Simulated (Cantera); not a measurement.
Carbothermic reduction: SiO2 + CH4 + CO

Input: 1 mol SiO2, 1.6 mol CH4, 0.012 mol CO, equilibrated at 1.30 mbar.

Method: chemical equilibrium by Gibbs-energy minimisation in Cantera with the NASA 1993 tables (ideal gas, pure condensed phases). Candidate condensed phases: C, C6H6, C7H8, C8H18, H2O, Si, SiC, SiO2; 123 gas species. Mutual solubility and eutectic melting of coexisting phases are not modelled. The tables hold silica as quartz up to 1696 K and as liquid above; real silica turns to tridymite and cristobalite and melts near 1996 K. Gases not in the tables: Si2H6 and higher silanes. Rates play no part.

At 1473 K the condensed part is SiC(s) + SiO2(β-quartz). From 1548 K to 2148 K the condensed part is SiC(s). From 2223 K to 2448 K nothing is condensed. The main Si-bearing gas is SiO at 1473 K and Si at 2448 K.

| T (K) | x H2 | x H | x CO | x SiO | x Si | n SiC(s) | n SiO2(β-quartz) |
|---|---|---|---|---|---|---|---|
| 1473 | 0.679 | 0.000289 | 0.252 | 0.0692 | 3.46e-7 | 0.425 | 0.249 |
| 1548 | 0.613 | 0.000669 | 0.252 | 0.134 | 3.20e-6 | 0.300 | 0 |
| 1623 | 0.613 | 0.00150 | 0.252 | 0.134 | 1.78e-5 | 0.300 | 0 |
| 1698 | 0.611 | 0.00314 | 0.251 | 0.134 | 8.49e-5 | 0.300 | 0 |
| 1773 | 0.609 | 0.00616 | 0.251 | 0.134 | 0.000355 | 0.299 | 0 |
| 1848 | 0.604 | 0.0114 | 0.251 | 0.133 | 0.00131 | 0.296 | 0 |
| 1923 | 0.595 | 0.0202 | 0.250 | 0.130 | 0.00436 | 0.287 | 0 |
| 1998 | 0.578 | 0.0338 | 0.251 | 0.123 | 0.0130 | 0.261 | 0 |
| 2073 | 0.548 | 0.0540 | 0.254 | 0.108 | 0.0339 | 0.192 | 0 |
| 2148 | 0.499 | 0.0816 | 0.261 | 0.0782 | 0.0746 | 0.0381 | 0 |
| 2223 | 0.459 | 0.120 | 0.260 | 0.0670 | 0.0903 | 0 | 0 |
| 2298 | 0.418 | 0.172 | 0.253 | 0.0636 | 0.0918 | 0 | 0 |
| 2373 | 0.368 | 0.235 | 0.245 | 0.0609 | 0.0899 | 0 | 0 |
| 2448 | 0.312 | 0.308 | 0.235 | 0.0583 | 0.0866 | 0 | 0 |
x: gas mole fraction; n: condensed amount in mol.
